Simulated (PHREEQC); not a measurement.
Model water analysis in mmol/kgw, 40 °C, pH 6.69, pe 11.4: Na 0.0985; K 0.00177; Ca 0.0181; Mg 0.0215; Cl 0.0921; S(6) 0.0186; Alkalinity (meq/kgw) 0.0512; Pb 5.33e-05; Ba 2.85e-05.

Valence states are taken as typed.

All values are PHREEQC results (ion-association model, wateq4f.dat), not measurements.

```json
{
  "ionic_strength": "0.000238 mol/kgw",
  "charge_balance_error": "-0.2 %"
}
```

```csv
species,molality,activity,log γ
Na+,9.85e-5,9.67e-5,-0.008
Cl-,9.21e-5,9.04e-5,-0.008
HCO3-,5.12e-5,5.03e-5,-0.008
Mg+2,2.14e-5,1.99e-5,-0.031
CO2,2.03e-5,2.03e-5,0.000
SO4-2,1.84e-5,1.71e-5,-0.032
Ca+2,1.80e-5,1.68e-5,-0.031
K+,1.77e-6,1.74e-6,-0.008
H+,2.08e-7,2.04e-7,-0.008
```

This is a speciation only: nothing precipitates in the calculation. Away from 25 °C the constants follow the database's enthalpies or fits; those with neither stay at their 25 °C values.
